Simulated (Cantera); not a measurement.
# Ignition delay

Mixture: CO : H₂ : CH₄ : O₂ : N₂ : CO₂ = 1 : 0.064 : 0.65 : 2.95 : 11.1 : 0.7 (molar parts), at 10.0 bar, adiabatic and at constant pressure. Ignition delay is the time to a rise of 400 K.

Computed with Cantera and GRI-Mech 3.0 (53 species, 325 reactions). Below about 1000 K GRI-Mech 3.0 lacks low-temperature oxidation paths. Below about 950 K walls govern HO2 and H2O2 in real vessels.

```
T0 (K)  delay (ms)
------  ----------
923            185
973           64.8
1023          25.1
1073          10.8
1123          5.16
1173          2.69
1223          1.49
```

```yaml
apparent activation energy between 1123 and 1223 K: 140 kJ/mol
```
